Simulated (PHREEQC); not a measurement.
A column of 0.1 m (30 cells, dispersivity 0.005 m, 3600 s a shift, diffusion coefficient 3e-10 m²/s) holds 0.1 eq of the database's cation exchanger X per kg of pore water, first in equilibrium with 0.0022 mol/kgw NaCl, 0.011 mol/kgw SrCl2, 0.00084 mol/kgw LiCl and 1e-05 mol/kgw HCl. It is flushed with 47 mmol/kgw CdCl2, 0.46 mmol/kgw ZnCl2 and 0.01 mmol/kgw HCl, at 25 °C. Values are for the last cell. CO2 from the air is kept out. Precipitation was switched off in this run.

The series has 31 steps of pore volumes, from 0 to 5.017.

Equilibrium calculation in PHREEQC: ion-association model, phreeqc.dat.

### Question
After how many pore volumes does Cd at the outlet first reach half of its feed value?

### Answer
By 1.5 pore volumes.

### Question
After how many pore volumes does Zn at the outlet first reach half of its feed value?

### Answer
By 4.0 pore volumes.
